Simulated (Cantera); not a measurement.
**Gas-phase reforming**

A perfectly stirred reactor is fed with CH4 : H2O = 1 : 1.3 (molar parts), at 7500 Torr; it is held at 1775 K, and followed from long to short residence time.

Detailed kinetics in Cantera: GRI-Mech 3.0 (53 species, 325 reactions).

```tsv
τ (s)	x CH4	x H2O	x H2	x CO2	x C2H4	x C2H6	x C2H2
2.0	0.0302	0.111	0.646	0.00906	0.00112	1.14e-5	0.00625
0.61	0.0447	0.149	0.607	0.0112	0.00262	2.59e-5	0.0155
0.18	0.0602	0.205	0.553	0.0130	0.00497	4.88e-5	0.0320
0.054	0.0764	0.276	0.487	0.0126	0.00747	7.96e-5	0.0538
0.016	0.100	0.352	0.410	0.00897	0.00898	0.000135	0.0733
0.0048	0.144	0.418	0.327	0.00403	0.00884	0.000280	0.0782
0.0014	0.214	0.470	0.234	0.000976	0.00848	0.000690	0.0635
0.00042	0.296	0.512	0.140	0.000145	0.00977	0.00156	0.0369
```
x: mole fraction; the columns are a selection and need not sum to one.
